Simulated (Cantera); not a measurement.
Charge: 1 mol Si₃N₄, 0.011 mol N₂, at 2552 °C and 0.150 Torr.

Equilibrium computed with Cantera from the NASA thermochemical tables; the gas is ideal and each condensed phase is pure. Candidate condensed phases: Si, Si₃N₄; 7 gas species. The tables' values for SiN are old estimates; treat these amounts as uncertain. Equilibrium is a limit: real reactors are often held back by kinetics, nucleation or transport.

Base state: Si 0.598, N₂ 0.401, SiN 0.000350, N 0.000188, Si₂ 7.15e-5 (mole fractions); condensed: gas only.

What changes in the equilibrium state with this change: Si₃N₄ replaced by SiC?


```tsv
species	before	after
Si	0.598	0.609
SiC₂	0	0.224
C₃	0	0.106
N₂	0.401	0.00661
C	0	0.0341
C₂	0	0.0131
CN	0	0.00509
SiC	0	0.000943
Si₂C	0	0.000909
C₅	0	0.000687
C₄	0	0.000166
```
Further candidate phases: C, SiC.
